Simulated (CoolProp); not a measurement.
A simple Rankine cycle with neopentane: condensing at 319.15 K, boiler at 1.56 MPa, turbine inlet 395.8 K, turbine efficiency 0.75, pump efficiency 0.7, no recuperator. Each further row changes one setting.

Computed with CoolProp (reference Helmholtz-energy equation of state, Lemmon 2006). It is a short technical equation, of lower accuracy than the large ones.

```csv
case,thermal efficiency (%),net work (kJ/kg),heat in (kJ/kg),turbine exit temperature (K),volume ratio over the turbine
as stated,10.0,39.9,400,357.6,?
turbine inlet 415.8 K,?,44.1,452,?,5.49
condensing temperature 311.15 K,11.0,?,420,353.5,?
boiler pressure 1.09 MPa,8.1,?,?,369.6,3.66
turbine efficiency 0.65,8.5,34.1,400,360.5,5.87
```

Task: Some entries are withheld; supply them.

Result: 
- as stated, volume ratio over the turbine: 5.81
- turbine inlet 415.8 K, thermal efficiency (%): 9.7
- turbine inlet 415.8 K, turbine exit temperature (K): 380.5
- condensing temperature 311.15 K, net work (kJ/kg): 46.1
- condensing temperature 311.15 K, volume ratio over the turbine: 7.29
- boiler pressure 1.09 MPa, net work (kJ/kg): 33.8
- boiler pressure 1.09 MPa, heat in (kJ/kg): 419
